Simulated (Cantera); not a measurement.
Input: 1 mol CH₃F, 0.38 mol Si, equilibrated at 3073 K and 35.0 Pa.

Cantera equilibrium calculation (NASA polynomials, part measured and part estimated; ideal gas, pure solids and liquids). Candidate condensed phases: C, C₆H₆, C₇H₈, C₈H₁₈, Si, SiC; 113 gas species. The tables' values for SiF, SiF₂, SiF₃ are old estimates; treat these amounts as uncertain. Equilibrium is a limit: real reactors are often held back by kinetics, nucleation or transport.

Base state: H 0.579, F 0.117, HF 0.0869, C 0.0755, Si 0.0678, C₃ 0.0353, C₂ 0.0138, SiF 0.00906 (mole fractions); condensed: gas only.

Question: What changes in the equilibrium state with this change: Si from 0.38 to 0.19 mol?

Answer: 
```
species   before    after
-------  -------  -------
H          0.579    0.597
F          0.117    0.124
HF        0.0869   0.0953
Si        0.0678   0.0347
C₃        0.0353   0.0384
C₂        0.0138   0.0145
C         0.0755   0.0776
SiC      8.60e-5  4.53e-5
SiC₂     0.00459  0.00249
SiF      0.00906  0.00494
SiF₂     0.00356  0.00206
```

Question: What changes in the equilibrium state with this change: temperature from 3073 K to 800 K?

Answer: 
```json
[
 {"species": "H₂", "before": "0.00304", "after": "0.857"},
 {"species": "SiF₄", "before": "3.76e-7", "after": "0.143"},
 {"species": "CH₄", "before": "<1e-9", "after": "0.000345"},
 {"species": "H", "before": "0.579", "after": "<1e-9"},
 {"species": "F", "before": "0.117", "after": "<1e-9"},
 {"species": "C", "before": "0.0755", "after": "<1e-9"},
 {"species": "Si", "before": "0.0678", "after": "<1e-9"},
 {"species": "C₃", "before": "0.0353", "after": "<1e-9"},
 {"species": "C₂", "before": "0.0138", "after": "<1e-9"},
 {"species": "HF", "before": "0.0869", "after": "2.21e-5"},
 {"species": "SiF", "before": "0.00906", "after": "<1e-9"},
 {"species": "SiC₂", "before": "0.00459", "after": "<1e-9"},
 {"species": "CF", "before": "0.00414", "after": "<1e-9"},
 {"species": "SiF₂", "before": "0.00356", "after": "<1e-9"},
 {"species": "C(graphite), mol", "before": "0", "after": "0.869"},
 {"species": "SiC(s), mol", "before": "0", "after": "0.130"}
]
```
